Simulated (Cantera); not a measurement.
An isothermal, constant-pressure homogeneous reactor starts with C2H6 : N2 = 1 : 2.1 (molar parts), at 1423 K and 100.0 Torr.

Computed with Cantera and GRI-Mech 3.0 (53 species, 325 reactions). GRI-Mech 3.0 stops at C3 and has no aromatics, soot or wall deposition, so with more carbon than oxygen in the feed, carbon stays in small species such as C2H2 where larger ones or solid carbon would form.

One state of this run: x C2H6 = 5.88e-5; x CH3 = 5.05e-5; x C2H4 = 0.0763; x CH2 = 1.20e-9; x HCN = 9.99e-9. x: mole fraction; the columns are a selection and need not sum to one.

**Question.** Which value of t (s) does it belong to?
(A) 0.0400
(B) 0.000378
(C) 20.0
(D) 0.189

**Answer.** A, 0.0400
